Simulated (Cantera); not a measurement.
A closed system holds: 1 mol CO, 0.18 mol NH₃, 0.52 mol N₂, 4.5 mol CO₂, held at 1498.15 K and 0.130 bar.

Equilibrium computed with Cantera from the NASA thermochemical tables; the gas is ideal and each condensed phase is pure. Candidate condensed phases: C, C₆H₆, C₇H₈, C₈H₁₈, H₂O; 136 gas species. Rates play no part.

Base state: CO₂ 0.667, CO 0.195, N₂ 0.0956, H₂O 0.0380, H₂ 0.00430 (mole fractions); condensed: gas only.

Q: What changes in the equilibrium state with this change: CO replaced by C₂H₆?

A: 
```json
[
 {"species": "CO", "before": "0.195", "after": "0.505"},
 {"species": "H₂", "before": "0.00430", "after": "0.195"},
 {"species": "CO₂", "before": "0.667", "after": "0.121"},
 {"species": "H₂O", "before": "0.0380", "after": "0.120"},
 {"species": "N₂", "before": "0.0956", "after": "0.0588"},
 {"species": "H", "before": "3.13e-6", "after": "2.11e-5"}
]
```
